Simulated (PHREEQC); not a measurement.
Make-up at 25 °C: 0.38 mol KOH and 9e-06 mol CO2 per kg of water. Closed to the air; pH follows from the charge balance.

Computed with PHREEQC (ion-association model, phreeqc.dat).

```json
[
 {"quantity": "pH", "before": "13.40", "after": "12.18"},
 {"quantity": "HCO3- (mol/kgw)", "before": "2.73e-9", "after": "2.61e-8"}
]
```

Q: Name the change that produced these shifts.
A. CO2 from 9e-06 to 9.9e-06 mol/kgw
B. temperature from 25 to 70 °C
C. temperature from 25 to 40 °C
D. diluted 5-fold with water

A: B, temperature from 25 to 70 °C

Precipitation was switched off in this run. Away from 25 °C the constants follow the database's enthalpies or fits; those with neither stay at their 25 °C values.
